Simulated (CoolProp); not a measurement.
Vapour-liquid equilibrium of isobutane (1) + isobutene (2) at 0.18 bar; x and y are mole fractions of (1).

The numbers come from the multi-fluid Helmholtz-energy mixture model, Bücker 2006 and Lemmon 2005; pair parameters Bell 2016 in CoolProp.

Q: Give the bubble temperature and the first vapour's composition at x = 0.05, 0.35, 0.95. Is there an azeotrope?

A: x = 0.05: 228.7 K, y = 0.068; x = 0.35: 226.9 K, y = 0.416; x = 0.95: 224.5 K, y = 0.958. No azeotrope shows between x = 0.05 and 0.95.

Pair parameters are fitted to limited data, so mixtures are less certain than the pure fluids.
